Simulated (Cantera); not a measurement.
Feed: 1 mol SiO₂, 11 mol CO, 1.3 mol H₂, equilibrated at 1.10 bar.

Method: chemical equilibrium by Gibbs-energy minimisation in Cantera with the NASA 1993 tables (ideal gas, pure condensed phases). Candidate condensed phases: C, C₆H₆, C₇H₈, C₈H₁₈, H₂O, Si, SiC, SiO₂; 123 gas species. The tables hold silica as quartz up to 1696 K and as liquid above; real silica turns to tridymite and cristobalite and melts near 1996 K. Rates play no part.

Question: Which condensed phases are stable at each of these points (T (°C)): 975, 1025, 1075, 1125, 1175, 1225, 1275, 1325, 1375, 1425, 1475, 1525?

Answer: 
```
T (°C)              condensed phases  Si condensed (%)
------  ----------------------------  ----------------
975     C(graphite) + SiO₂(β-quartz)             100.0
1025    C(graphite) + SiO₂(β-quartz)             100.0
1075    C(graphite) + SiO₂(β-quartz)             100.0
1125    C(graphite) + SiO₂(β-quartz)             100.0
1175    C(graphite) + SiO₂(β-quartz)             100.0
1225    C(graphite) + SiO₂(β-quartz)             100.0
1275    C(graphite) + SiO₂(β-quartz)             100.0
1325    C(graphite) + SiO₂(β-quartz)             100.0
1375    C(graphite) + SiO₂(β-quartz)              99.9
1425                 SiO₂(condensed)              99.6
1475                 SiO₂(condensed)              99.4
1525                 SiO₂(condensed)              99.0
```

From 975 °C to 1375 °C the condensed part is C(graphite) + SiO₂(β-quartz). From 1425 °C to 1525 °C the condensed part is SiO₂(condensed).
